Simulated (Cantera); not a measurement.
Feed: 1 mol C₂H₄, 23 mol H₂, 47 mol N₂, held at 12.0 Torr.

Cantera equilibrium calculation (NASA polynomials, part measured and part estimated; ideal gas, pure solids and liquids). Candidate condensed phases: C, C₆H₆, C₇H₈, C₈H₁₈; 92 gas species. The numbers say what is thermodynamically allowed, not how fast it happens.

x: gas mole fraction; n: condensed amount in mol.

| T (K) | x N₂ | x H₂ | x CH₄ | x HCN | x H | x HNC | n C(graphite) |
|---|---|---|---|---|---|---|---|
| 700 | 0.662 | 0.324 | 0.0143 | 2.44e-9 | <1e-12 | <1e-12 | 0.988 |
| 800 | 0.654 | 0.343 | 0.00253 | 4.44e-8 | [?] | 1.06e-11 | 1.82 |
| 900 | 0.653 | 0.346 | 0.000599 | 4.15e-7 | [?] | 2.73e-10 | 1.96 |
| 1000 | 0.653 | 0.347 | 0.000184 | 2.47e-6 | [?] | 3.65e-9 | 1.99 |
| 1100 | 0.653 | 0.347 | 6.92e-5 | 1.06e-5 | [?] | 3.04e-8 | 1.99 |
| 1200 | 0.653 | 0.347 | 3.05e-5 | 3.55e-5 | [?] | 1.77e-7 | 2.00 |
| 1300 | 0.653 | 0.347 | 1.52e-5 | 9.86e-5 | [?] | 7.86e-7 | 1.99 |
| 1400 | 0.653 | 0.347 | 8.33e-6 | 0.000236 | [?] | 2.82e-6 | 1.98 |
| 1500 | 0.652 | 0.347 | 4.95e-6 | 0.000503 | [?] | 8.49e-6 | 1.96 |
| 1600 | 0.652 | 0.347 | 3.14e-6 | 0.000973 | [?] | 2.23e-5 | 1.93 |
| 1700 | 0.652 | 0.346 | 2.10e-6 | 0.00174 | [?] | 5.20e-5 | 1.87 |

**Question.** Some entries are withheld; supply them.

**Answer.** 
- 800, x H: 1.34e-11
- 900, x H: 5.44e-10
- 1000, x H: 1.06e-8
- 1100, x H: 1.20e-7
- 1200, x H: 9.19e-7
- 1300, x H: 5.15e-6
- 1400, x H: 2.27e-5
- 1500, x H: 8.20e-5
- 1600, x H: 0.000253
- 1700, x H: 0.000685
